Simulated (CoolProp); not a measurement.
R245fa at several states: fugacity coefficient from the reference equation and from simpler models built on Tc = 153.9 °C, pc = 3.651 MPa, ω = 0.378; each cubic takes its own stable root.

The numbers come from the reference Helmholtz-energy equation of state, Akasaka 2015 in CoolProp.

```tsv
T (°C)	p (MPa)	phase	reference	van der Waals	Soave-Redlich-Kwong	Peng-Robinson
67.15	19.2	liquid	0.05224	0.1672	0.05677	0.05114
112.65	19.2	liquid	0.1294	0.2423	0.1415	0.1272
-24.45	0.0379	liquid	0.3994	0.9893	0.3987	0.4147
```

At some of these states van der Waals gives the other phase, because its saturation line lies elsewhere.
